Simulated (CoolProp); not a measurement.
Aqueous ethylene glycol as a coolant, 50 % by mass, freezing at -36.0 °C, 1 atm.

The numbers come from the Melinder's fits for secondary coolants in CoolProp.

```
T (°C)  conductivity (W/(m K))  cp (kJ/(kg K))  Prandtl number  density (kg/m³)
------  ----------------------  --------------  --------------  ---------------
-19.4                    0.365           3.091             181             1082
-12.7                    0.369           3.130             125             1080
-5.9                     0.373           3.169            88.5             1077
0.8                      0.377           3.207            65.1             1074
7.6                      0.381           3.245            49.1             1071
14.4                     0.386           3.282            38.0             1068
21.1                     0.390           3.318            30.3             1064
27.9                     0.394           3.353            24.6             1061
34.6                     0.398           3.386            20.5             1057
```
